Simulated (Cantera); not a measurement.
A freely propagating, adiabatic, planar premixed flame of 18.2 % H2, 17.2 % O2, 64.6 % N2, unburnt at 623 K and 0.210 bar; multicomponent transport, grid criteria slope 0.08 and curve 0.16, no radiation.

Cantera simulation using the H2/O2 subset of GRI-Mech 3.0, which has no nitrogen chemistry; the numbers are that mechanism's predictions, not measurements. Burning velocities carry a grid error of a few per cent, more on coarse grids. Lean hydrogen flames are cellular in practice and burn faster than this planar one.

x: mole fraction of selected species; z is measured from the peak of heat release.

```tsv
z (mm)	T (K)	u (m/s)	x H2	x O2	x OH	x H2O2	x O	x HO2
-10.1	623	4.29	0.182	0.172	<1e-8	<1e-8	<1e-8	<1e-8
-6.75	623	4.29	0.182	0.172	<1e-8	<1e-8	<1e-8	<1e-8
-5.06	623	4.29	0.182	0.172	<1e-8	<1e-8	<1e-8	1.98e-8
-3.38	623	4.29	0.182	0.172	<1e-8	<1e-8	1.82e-8	2.17e-6
-1.69	640	4.40	0.178	0.172	6.03e-5	1.76e-6	1.75e-5	7.68e-5
-0.844	778	5.26	0.151	0.168	0.000418	1.86e-6	0.000392	5.17e-5
0	1087	7.16	0.0722	0.136	0.00265	1.64e-6	0.00582	2.81e-5
0.844	1325	8.65	0.0208	0.0997	0.00636	1.69e-6	0.0138	1.71e-5
1.69	1444	9.37	0.0134	0.0917	0.00809	1.15e-6	0.0149	1.32e-5
3.38	1571	10.1	(withheld)	0.0890	0.00968	(withheld)	(withheld)	(withheld)
6.75	1693	10.8	0.00906	0.0875	0.0105	3.34e-7	0.00998	7.54e-6
13.5	1798	11.4	0.00612	0.0869	0.0100	1.84e-7	0.00653	5.09e-6
27.0	1875	11.8	0.00340	0.0871	0.00831	1.07e-7	0.00355	3.05e-6
```

Task: Some entries are withheld; supply them.

Result: 
- 3.38, x H2: 0.0115
- 3.38, x H2O2: 6.40e-7
- 3.38, x O: 0.0131
- 3.38, x HO2: 1.02e-5
